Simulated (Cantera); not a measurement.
Input: 1 mol LiOH, 1.5 mol H₂O, 0.04 mol H₂, at 1773.15 K and 10.0 mbar.

Equilibrium computed with Cantera from the NASA thermochemical tables; the gas is ideal and each condensed phase is pure. Candidate condensed phases: H₂O, Li, LiH, LiOH, Li₂O; 17 gas species. Kinetics and transport are ignored.

Base state: H₂O 0.593, LiOH 0.385, H₂ 0.0141, Li 0.00508, Li₂O 0.00100, OH 0.000883, H 0.000338, O₂ 0.000310 (mole fractions); condensed: gas only.

Problem. What changes in the equilibrium state with this change: pressure from 10.0 mbar to 1 atm?

Solution. 
```
species         before     after
------------  --------  --------
H₂O              0.593     0.750
LiOH             0.385     0.229
H₂              0.0141    0.0173
Li             0.00508  0.000263
O              1.66e-5   1.69e-7
O₂            0.000310   3.25e-6
Li₂(OH)₂       8.91e-5   0.00319
LiO            3.23e-5   1.72e-6
Li₂O(s), mol         0     0.228
```
